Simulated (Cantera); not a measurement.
Input: 1 mol Cr2O3, a varied amount of H2, 43 mol N2, held at 2098.15 K and 0.0270 bar.

Cantera equilibrium calculation (NASA polynomials, part measured and part estimated; ideal gas, pure solids and liquids). Candidate condensed phases: Cr, CrN, Cr2N, Cr2O3, H2O; 29 gas species. Rates play no part.

**Question.** At 12 mol H2, list the 7 most abundant gas species with their mole fractions, and the condensed phases.

**Answer.** N2 0.768, H2 0.192, H2O 0.0187, Cr 0.0122, H 0.00821, CrO 0.000893, OH 9.48e-5. Condensed: Cr2O3(s).
